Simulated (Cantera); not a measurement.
A perfectly stirred reactor is fed with 19.5 % CO, 3.12 % H2, 1.03 % CH4, 11.1 % O2, 41.9 % N2, 23.4 % H2O, at 5.00 bar; it is adiabatic with a 475 K inlet, and is followed from long to short residence time, starting on the burning branch (τ in s: 0.036, 0.018, 0.0093, 0.0047, 0.0024, 0.0012, 0.00061, 0.00031, 0.00016, 7.9e-05, 4e-05, 2e-05, 1e-05).

Detailed kinetics in Cantera: GRI-Mech 3.0 (53 species, 325 reactions).

One state of this run: T (K) = 1826; x CO = 0.0612; x H2 = 0.0157; x CH4 = 9.69e-5; x H = 0.00363; x CH2O = 9.13e-6; x N2O = 1.96e-7. x: mole fraction; the columns are a selection and need not sum to one.

Problem. Which value of τ (s) does it belong to?
A) 7.9e-5
B) 1.0e-5
C) 0.00016
D) 0.0024

Solution. A, 7.9e-5
